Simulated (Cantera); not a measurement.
Mixture: CO : H2 : O2 : N2 : CO2 = 1 : 0.079 : 1.15 : 4.32 : 0.57 (molar parts), at 42000 Pa, adiabatic and at constant volume. Ignition delay is the time to a rise of 400 K.

Detailed kinetics in Cantera: GRI-Mech 3.0 (53 species, 325 reactions). Where the delays flatten at high temperature, the 400 K rule measures the pace of heat release, not the induction time.

### Question
Predict: delay at 973 K; delay at 1173 K; delay at 1373 K; delay at 1573 K; delay at 1773 K.

### Answer
| Quantity | Value |
|---|---|
| delay at 973 K | 2.03 ms |
| delay at 1173 K | 0.625 ms |
| delay at 1373 K | 0.502 ms |
| delay at 1573 K | 0.597 ms |
| delay at 1773 K | 0.824 ms |
